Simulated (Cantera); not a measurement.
A Cantera script and its output.

```python
import numpy as np
import cantera as ct

gas = ct.Solution("gri30.yaml", transport_model="mixture-averaged")
show = ['CH4', 'H', 'OH']

rows = []
print(f"{'T/K':>7s}{'rho':>11s}{'cp':>10s}{'mu':>11s}{'lambda':>11s}{'Pr':>7s}" + "".join(f"{'D_' + s:>11s}" for s in show))
for T in [400, 600, 800, 1000, 1200, 1400]:
    gas.TPX = T, 260000, {'N2O': 0.97}
    Pr = gas.cp_mass * gas.viscosity / gas.thermal_conductivity
    D = [gas.mix_diff_coeffs_mole[gas.species_index(s)] for s in show]
    rows.append([gas.density, gas.cp_mass, gas.viscosity, gas.thermal_conductivity, Pr, *D])
    print(f"{T:7g}{gas.density:11.4e}{gas.cp_mass:10.1f}{gas.viscosity:11.4e}"
          f"{gas.thermal_conductivity:11.4e}{Pr:7.3f}" + "".join(f"{d:11.4e}" for d in D))
print("SI units: kg/m3, J/kg/K, Pa s, W/m/K, m2/s")
```

It prints:

```
    T/K        rho        cp         mu     lambda     Pr      D_CH4        D_H       D_OH
    400 3.4408e+00     970.3 1.9459e-05 2.5465e-02  0.741 1.1329e-05 6.4706e-05 1.6004e-05
    600 2.2939e+00    1101.3 2.7324e-05 4.0717e-02  0.739 2.3376e-05 1.3363e-04 3.2447e-05
    800 1.7204e+00    1191.6 3.4048e-05 5.4884e-02  0.739 3.8511e-05 2.2025e-04 5.2992e-05
   1000 1.3763e+00    1254.7 4.0022e-05 6.7953e-02  0.739 5.6381e-05 3.2254e-04 7.7205e-05
   1200 1.1469e+00    1294.3 4.5464e-05 8.0076e-02  0.735 7.6753e-05 4.3915e-04 1.0479e-04
   1400 9.8309e-01    1326.8 5.0510e-05 9.1407e-02  0.733 9.9458e-05 5.6912e-04 1.3554e-04
SI units: kg/m3, J/kg/K, Pa s, W/m/K, m2/s
```

Computed with Cantera and GRI-Mech 3.0 (53 species, 325 reactions). The composition is frozen, though it would react at the higher temperatures.
